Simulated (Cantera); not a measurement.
Standard-state values (1 bar) from the NASA 1993 polynomials, evaluated with Cantera. Values are per mole of reaction as written; species without (g) are pure solids or liquids, kept so even where they would boil at 1 bar.

Task: Between 423 and 598 K, where is each reaction favourable under standard conditions?
- C + S₂(g) → CS₂(g)
- 2 H₂(g) + S₂(g) → 2 H₂S(g)
- Ni + S₂(g) → NiS₂

Result: 
- C + S₂(g) → CS₂(g): ΔG° is -13 kJ at 423 K and -14 kJ at 598 K; it stays negative (K > 1). ΔH° is -10 kJ and ΔS° 6 J/K at 598 K.
- 2 H₂(g) + S₂(g) → 2 H₂S(g): ΔG° is -136 kJ at 423 K and -120 kJ at 598 K; it stays negative (K > 1). ΔH° is -175 kJ and ΔS° -92 J/K at 598 K.
- Ni + S₂(g) → NiS₂: ΔG° is -181 kJ at 423 K and -150 kJ at 598 K; it stays negative (K > 1). ΔH° is -257 kJ and ΔS° -179 J/K at 598 K.
